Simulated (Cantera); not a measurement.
Source: NASA polynomial tables (part measured, part estimated), evaluated in Cantera. Values are per mole of reaction as written; species without (g) are pure solids or liquids, kept so even where they would boil at 1 bar.

2 NH3(g) + P4O10 = 3 H2O2(g) + P4(g) + 2 NO2(g), with ΔH° = 2820.2 kJ and ΔS° = 849.5 J/K at 300 K.

Task: How far is the shortcut ΔG° ≈ ΔH°(300 K) − T·ΔS°(300 K) from the full temperature-dependent value at 448, 498, 548, 598, 648 K?

Result: 
```json
[
 {"T (K)": "448", "shortcut (kJ)": "2439.6", "full (kJ)": "2440.6", "difference (kJ)": "-0.9", "difference in log10 K": "0.11"},
 {"T (K)": "498", "shortcut (kJ)": "2397.2", "full (kJ)": "2398.9", "difference (kJ)": "-1.8", "difference in log10 K": "0.19"},
 {"T (K)": "548", "shortcut (kJ)": "2354.7", "full (kJ)": "2357.7", "difference (kJ)": "-3.0", "difference in log10 K": "0.28"},
 {"T (K)": "598", "shortcut (kJ)": "2312.2", "full (kJ)": "2316.8", "difference (kJ)": "-4.6", "difference in log10 K": "0.40"},
 {"T (K)": "648", "shortcut (kJ)": "2269.7", "full (kJ)": "2276.3", "difference (kJ)": "-6.6", "difference in log10 K": "0.53"}
]
```
The shortcut ignores the heat-capacity change of the reaction.
